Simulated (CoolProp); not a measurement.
Properties of R1234yf along the isobar 0.931 MPa (Tc = 367.8 K, pc = 3.384 MPa, ω = 0.276).

The numbers come from the reference Helmholtz-energy equation of state, Lemmon 2022 in CoolProp.

| T (K) | phase | density (kg/m³) | cv (kJ/(kg K)) | expansivity (1/kK) | conductivity (mW/(m K)) |
|---|---|---|---|---|---|
| 337.4 | gas | 44.34 | 0.9279 | 5.050 | 17.4 |
| 343.3 | gas | 43.07 | 0.9348 | 4.773 | 17.9 |
| 349.2 | gas | 41.91 | 0.9419 | 4.532 | 18.4 |
| 355.1 | gas | 40.83 | 0.9493 | 4.321 | 18.9 |
| 361 | gas | 39.82 | 0.9569 | 4.134 | 19.5 |
| 366.9 | gas | 38.88 | 0.9647 | 3.968 | 20.0 |
| 372.8 | gas | 38.00 | 0.9725 | 3.818 | 20.5 |
| 378.7 | gas | 37.17 | 0.9804 | 3.682 | 21.0 |
| 384.6 | gas | 36.38 | 0.9884 | 3.558 | 21.6 |
| 390.5 | gas | 35.64 | 0.9964 | 3.445 | 22.1 |

Thermal conductivity comes from a separate model (Perkins 2011).
